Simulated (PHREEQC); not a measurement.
Solution (30 °C): 0.0062 mol/kgw KH2PO4, 0.0085 mol/kgw HCl and 0.00087 mol/kgw H4SiO4. Closed to the air; pH follows from the charge balance.

Equilibrium calculation in PHREEQC: ion-association model, wateq4f.dat.

No solid was allowed to form.

Problem. Estimate the pH, ionic strength.

Solution. pH 2.27; ionic strength 0.0121 mol/kgw.

Problem. In which forms is P present?

Solution. H2PO4- 57 %, H3PO4 43 % of the P.

The solution is supersaturated, for example in Quartz (slow to form), Chalcedony (slow to form), so a real one may precipitate; this is no full list. H3PO4, which wateq4f.dat lacks, is added to it with the constant of phreeqc.dat.
